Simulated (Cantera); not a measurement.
What does this Cantera script print?

```python
import numpy as np
import cantera as ct

gas_names = [...]  # 169 gases of nasa_gas.yaml made of C, H, N, O
cond_names = """
    C(gr) C6H6(L) C7H8(L) C8H18(L),n-octa H2O(s) H2O(L)
""".split()


# ... load() reads the species with a 1 bar reference pressure and builds the phases ...
atoms = {
    'C2H6': {'C': 2, 'H': 6},
    'H2O': {'H': 2, 'O': 1},
    'N2': {'N': 2},
}
top_T = {'C(gr)': 4500}  # K; cautious upper limits of use, not melting points


# ... equilibrate(T, P, feed) seeds the gas with the atoms and calls Mixture.equilibrate('TP', solver="vcs", rtol=1e-11, max_steps=5000) ...
results = []
feed = {'C2H6': 1, 'H2O': 0.64, 'N2': 0.23}  # mol
P = 160000  # Pa
for T in [3000, 3250, 3500, 3750, 4000, 4250, 4500, 4750, 5000]:
    mix = equilibrate(T, P, feed)
    results.append((T, P, feed, dict(zip(mix.species_names, mix.species_moles))))

top = {s: max(r[3][s] / sum(r[3][g] for g in gas_names) for r in results) for s in gas_names}
cols = sorted((s for s in top if top[s] > 1e-05), key=lambda s: -top[s])[:6]
seen = [c for c in cond_names if any(r[3].get(c, 0) > 1e-12 for r in results)]
print("log10 of partial pressures in bar; condensed amounts in mol")
print(f"{'T/K':>10s}" + "".join(f"{s[:9]:>10s}" for s in cols + seen))
for T, P, feed, n in results:
    ng = sum(n[g] for g in gas_names)
    print(f"{T:10.4g}" + "".join(f"{np.log10(max(n[s] / ng * P / 1e5, 1e-99)):10.3f}" for s in cols)
          + "".join(f"{n.get(c, 0):10.4g}" for c in seen))
```

Result:

```
log10 of partial pressures in bar; condensed amounts in mol
       T/K         H        H2        CO         C C2H2,acet       HCN     C(gr)
      3000    -0.791     0.020    -0.667    -4.295    -1.186    -1.340    0.7713
      3250    -0.525    -0.063    -0.689    -3.342    -0.979    -1.264    0.3138
      3500    -0.314    -0.171    -0.727    -2.613    -1.010    -1.295         0
      3750    -0.149    -0.301    -0.776    -2.080    -1.273    -1.421         0
      4000    -0.038    -0.480    -0.828    -1.663    -1.662    -1.606         0
      4250     0.029    -0.703    -0.873    -1.335    -2.151    -1.841         0
      4500     0.063    -0.952    -0.907    -1.083    -2.715    -2.116         0
      4750     0.077    -1.207    -0.931    -0.903    -3.343    -2.423         0
      5000     0.082    -1.452    -0.947    -0.791    -4.022    -2.755         0
```

Method: chemical equilibrium by Gibbs-energy minimisation in Cantera with the NASA 1993 tables (ideal gas, pure condensed phases).
